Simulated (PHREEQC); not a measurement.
A PHREEQC input (ion-association model, phreeqc.dat):

```
SOLUTION 1
  temp 15
  units mg/kgw
  pH 6.29
  pe -0.5
  Na 377
  K 191
  Ca 260
  Mg 58.7
  Cl 213
  S(6) 823 as SO4
  Alkalinity 884 as HCO3
  B 8.46
  Mn(2) 3.12
  Si 52.9 as SiO2
END
USE solution 1
EQUILIBRIUM_PHASES 1
  Chalcedon 0 0
  Quartz 0 0.5
  CO2(g) -3.4 10
END
```

It stops with these messages:

```
ERROR: Phase not found in database, Chalcedon.
ERROR: Calculations terminating due to input errors.
```

The fault: the phase Chalcedony misspelt. The line should read `Chalcedony` where the input has `Chalcedon`. With the mend the run ends at pH 9.07 and ionic strength 0.0452 mol/kgw.
